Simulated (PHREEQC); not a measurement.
PHREEQC input (ion-association model, wateq4f.dat):

```
SOLUTION_MASTER_SPECIES
  An  An-  0  An  62.0  # stands for a non-complexing anion
SOLUTION_SPECIES
  An- = An-
    -log_k 0
    -gamma 3.0 0
  SO4-2 + 10H+ + 8e- = H2S + 4H2O  # shut off: sulfate is not reduced
    -log_k -100
    -delta_h 0
    -analytic -100
PHASES
  Fix_H+
    H+ = H+
    -log_k 0
SOLUTION 1
  temp 25
  units mmol/kgw
  pH 7 charge
  S(6) 0.048
  Zn 0.048
  Cl 0.26
  Mn(2) 0.13
  Na 300
  An 300
END
SELECTED_OUTPUT 1
  -reset false
  -pH true
  -pe true
  -ionic_strength true
  -water true
  -totals Cl Mn Na S Zn Mn(2) Mn(3) Mn(6) Mn(7) S(-2)
    S(6)
  -molalities Hfo_wOH Hfo_wOH2+ Hfo_wO- Hfo_sOH Hfo_sOH2+ Hfo_sO- Hfo_sOZn+ Hfo_wOZn+ Hfo_wSO4- Hfo_wOHSO4-2
    Hfo_sOMn+ Hfo_wOMn+
  -saturation_indices Pyrochroite Zn(OH)2-e Zn4(OH)6SO4 Zn5(OH)8Cl2 Halite Mirabilite Goslarite
USER_PUNCH 1
  -headings sigma psi
  10 PUNCH EDL("sigma", "Hfo"), EDL("psi", "Hfo")
PRINT
  -reset false
USE solution 1
SURFACE 1
  Hfo_wOH 0.000786517 600 0.35
  Hfo_sOH 1.96629e-05
EQUILIBRIUM_PHASES 1
  Fix_H+ -3 HAn 10
    -force_equality true
END
# ... the last block is repeated for the other 16 points of pH, with NaOH or the acid as the point needs
```

Selected output (columns that matter, 9 of 17 rows; pH added in front):

```
pH	mu	Mn	Na	S	Zn	si_Pyrochroite	si_Zn(OH)2-e	si_Zn4(OH)6SO4	si_Zn5(OH)8Cl2	si_Halite	si_Mirabilite	si_Goslarite	sigma	psi
3	0.30218	0.00013	0.3	8.2424e-06	4.8e-05	-13.633	-10.366	-35.692	-46.326	-5.9974	-6.093	-8.7647	0.33176	0.12025
3.75	0.30112	0.00013	0.3	8.6105e-06	4.7996e-05	-12.133	-8.8657	-31.162	-40.324	-5.9971	-6.0644	-8.7359	0.32308	0.119
4.5	0.3009	0.00012999	0.3	1.1144e-05	4.7876e-05	-10.633	-7.3667	-26.552	-34.329	-5.9971	-5.9506	-8.6232	0.29057	0.11369
5.25	0.30079	0.00012971	0.3	1.9775e-05	4.5469e-05	-9.1338	-5.8891	-21.892	-28.441	-5.997	-5.7012	-8.3962	0.22405	0.10075
6	0.30067	0.00012792	0.3	3.4938e-05	3.4013e-05	-7.6399	-4.5153	-17.65	-23.072	-5.997	-5.4538	-8.2751	0.15022	0.081399
6.75	0.30053	0.00012222	0.3	4.5072e-05	1.7243e-05	-6.1597	-3.3113	-14.223	-18.552	-5.997	-5.343	-8.4602	0.089034	0.058002
7.5	0.30041	8.4141e-05	0.30008	4.7539e-05	2.7657e-06	-4.8219	-2.6123	-12.903	-16.556	-5.9968	-5.3194	-9.2378	0.046379	0.034426
8.25	0.30038	2.033e-05	0.30028	4.7933e-05	3.3292e-07	-3.9394	-2.0971	-12.339	-15.48	-5.9965	-5.315	-10.219	0.015406	0.012196
9	0.30041	1.7301e-06	0.30041	4.7994e-05	9.7276e-08	-3.5131	-1.7383	-12.403	-15.187	-5.9963	-5.3141	-11.36	-0.020908	-0.016426
```

Complexes and solids missing from the database can't appear. The oxide is taken as insoluble; below pH 4 it would dissolve.
